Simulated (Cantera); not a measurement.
An adiabatic, constant-pressure homogeneous reactor starts with 9.62 % CH4, 1.44 % C2H6, 18.7 % O2, 70.3 % N2, equivalence ratio 1.3, at 1775 K and 1.70 bar.

Detailed kinetics in Cantera: GRI-Mech 3.0 (53 species, 325 reactions).

One state of this run: T (K) = 2900; x CH4 = <1e-12; x C2H6 = <1e-12; x O2 = 0.00606; x O = 0.00477; x CH2CO = <1e-12; x CO = 0.0788; x H2O = 0.149. x: mole fraction; the columns are a selection and need not sum to one.

Which value of t (s) does it belong to?
(A) 0.000103
(B) 0.0678
(C) 1.18e-5
(D) 4.00e-6

B, 0.0678
